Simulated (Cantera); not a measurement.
## Adiabatic ignition

An adiabatic, constant-volume homogeneous reactor starts with CH₄ : H₂ : O₂ : N₂ = 1 : 0.14 : 3.83 : 14.4 (molar parts), at 1500 K and 6.20 bar.

Computed with Cantera and GRI-Mech 3.0 (53 species, 325 reactions).

```csv
t (s),T (K),P (bar),x CH₄,x H₂,x O₂,x CO₂,x NO,x HCO,x H₂O₂
5.00e-6,1500,6.20,0.0516,0.00723,0.198,7.31e-11,<1e-12,3.75e-12,3.65e-8
1.82e-5,1500,6.20,0.0516,0.00722,0.198,1.01e-8,<1e-12,1.65e-10,1.65e-7
6.60e-5,1509,6.24,0.0500,0.00712,0.197,6.70e-6,9.05e-12,6.79e-8,1.55e-6
0.000240,2733,11.4,<1e-12,0.00172,0.0872,0.0460,0.00372,4.96e-9,1.13e-6
0.000871,2713,11.3,<1e-12,0.00164,0.0822,0.0463,0.0142,4.37e-9,1.06e-6
0.00316,2704,11.2,<1e-12,0.00161,0.0800,0.0465,0.0190,4.13e-9,1.03e-6
0.0115,2704,11.2,<1e-12,0.00161,0.0799,0.0465,0.0191,4.13e-9,1.02e-6
0.0417,2704,11.2,<1e-12,0.00161,0.0799,0.0465,0.0191,4.13e-9,1.02e-6
0.152,2704,11.2,<1e-12,0.00161,0.0799,0.0465,0.0191,4.13e-9,1.02e-6
0.551,2704,11.2,<1e-12,0.00161,0.0799,0.0465,0.0191,4.13e-9,1.02e-6
2.00,2704,11.2,<1e-12,0.00161,0.0799,0.0465,0.0191,4.13e-9,1.02e-6
```
x: mole fraction; the columns are a selection and need not sum to one.

```json
{
  "time_of_steepest_temperature_rise": "0.118 ms",
  "temperature at 2.00 s": "2704 K",
  "equilibrium_temperature": "2704 K",
  "x(CH₄) at 2.00 s": "<1e-12 (gas-phase equilibrium <1e-12)",
  "x(H₂) at 2.00 s": "0.00161 (gas-phase equilibrium 0.00161)",
  "x(O₂) at 2.00 s": "0.0799 (gas-phase equilibrium 0.0799)"
}
```
